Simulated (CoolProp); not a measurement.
Fluorine at 225.55 K and 4.61 MPa is throttled through a valve to 1.99 MPa with no heat exchange. Each further row changes one setting.

The numbers come from the reference Helmholtz-energy equation of state, de Reuck 1990 in CoolProp.

| case | temperature change (K) | final density (kg/m³) |
|---|---|---|
| as stated | -8.6 | … |
| outlet pressure 0.597 MPa | … | … |
| outlet pressure 2.59 MPa | … | … |

Problem. Fill in the missing entries.

Solution. 
- as stated, final density (kg/m³): 43.4
- outlet pressure 0.597 MPa, temperature change (K): -13.6
- outlet pressure 0.597 MPa, final density (kg/m³): 13.0
- outlet pressure 2.59 MPa, temperature change (K): -6.5
- outlet pressure 2.59 MPa, final density (kg/m³): 56.4
